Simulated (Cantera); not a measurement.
Input: 1 mol Fe₂O₃, 6.6 mol Cl₂, 0.18 mol H₂, equilibrated at 1748.15 K and 1.40 Pa.

Cantera equilibrium calculation (NASA polynomials, part measured and part estimated; ideal gas, pure solids and liquids). Candidate condensed phases: Fe, FeCl₂, FeCl₃, FeO, Fe(OH)₂, Fe(OH)₃, Fe₂O₃, Fe₃O₄, H₂O; 22 gas species. The numbers say what is thermodynamically allowed, not how fast it happens.

Problem. What is the equilibrium state?

Solution. 
| Item | Value |
|---|---|
| x(Cl) | 0.695 |
| x(FeCl₂) | 0.156 |
| x(O₂) | 0.114 |
| x(HCl) | 0.0276 |
| x(O) | 0.00662 |
| x(Fe) | 0.000642 |
| x(OH) | 0.000257 |
| x(FeO) | 0.000246 |
| x(H₂O) | 0.000135 |
| gas amount | 12.77 mol |
| log10 activity of Fe(δ) (absent) | -3.18 |
| log10 activity of FeCl₂(l) (absent) | -6.86 |
